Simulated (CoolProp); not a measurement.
Vapour-liquid equilibrium of cis-2-butene (1) + acetone (2) at 0.322 MPa; x and y are mole fractions of (1).

Values from CoolProp's multi-fluid Helmholtz-energy mixture model, Lemmon 2005 and Lemmon 2006; pair parameters Bell 2016.

Q: Give the bubble temperature and the first vapour's composition at x = 0.15, 0.25, 0.55. Is there an azeotrope?

A: x = 0.15: 67.6 °C, y = 0.580; x = 0.25: 57.8 °C, y = 0.717; x = 0.55: 45.7 °C, y = 0.854. No azeotrope shows between x = 0.05 and 0.95.

Pair parameters are fitted to limited data, so mixtures are less certain than the pure fluids.
